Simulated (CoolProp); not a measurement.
Vapour-liquid equilibrium of carbon dioxide (1) + neopentane (2) at 278.2 K; x and y are mole fractions of (1).

Model: multi-fluid Helmholtz-energy mixture model, Span 1996 and Lemmon 2006; pair parameters Bell 2016, in CoolProp.

```
x     bubble pressure, mixture model (kPa)  bubble pressure, Raoult's law (kPa)  y, mixture model  y, Raoult's law
----  ------------------------------------  -----------------------------------  ----------------  ---------------
0.05                                 323.9                                280.4             0.730            0.709
0.15                                 816.8                                669.3             0.890            0.891
0.25                                  1285                                 1058             0.929            0.939
0.35                                  1693                                 1447             0.945            0.961
0.45                                  2033                                 1836             0.954            0.974
0.55                                  2324                                 2225             0.961            0.983
0.65                                  2597                                 2614             0.967            0.988
0.75                                  2891                                 3002             0.973            0.993
0.85                                  3247                                 3391             0.981            0.996
0.95                                  3701                                 3780             0.993            0.999
```

The largest gap from Raoult's law is +22.0 % in bubble pressure, at x = 0.15. No azeotrope shows between x = 0.05 and 0.95.

The pair parameters rest on a limited set of measurements; away from them the model extrapolates. The gap from Raoult's law changes sign with composition, which may be real or a fault of the pair parameters; it wasn't checked against measurements.
